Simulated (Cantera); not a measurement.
Charge: 1 mol Si3H8, 2.9 mol HCl, 15 mol N2, at 1350 °C and 0.100 bar.

Equilibrium computed with Cantera from the NASA thermochemical tables; the gas is ideal and each condensed phase is pure. Candidate condensed phases: NH4Cl, Si, Si3N4; 28 gas species. The feed counts by its element totals alone. The tables' values for SiCl3 are old estimates; treat these amounts as uncertain. Equilibrium is a limit: real reactors are often held back by kinetics, nucleation or transport.

Base state: N2 0.656, H2 0.211, HCl 0.123, SiCl2 0.00899, SiCl3 0.000914, SiCl4 0.000217, H 0.000100, SiHCl3 5.76e-5 (mole fractions); condensed: Si3N4(s).

### Question
What changes in the equilibrium state with this change: pressure from 0.100 bar to 1 atm?

### Answer
```
species          before     after
-------------  --------  --------
N2                0.656     0.655
H2                0.211     0.206
HCl               0.123     0.135
SiCl2           0.00899   0.00236
SiCl4          0.000217  0.000711
H              0.000100   3.12e-5
SiHCl3          5.76e-5  0.000168
Cl              4.62e-5   1.61e-5
Si3N4(s), mol     0.932     0.973
```
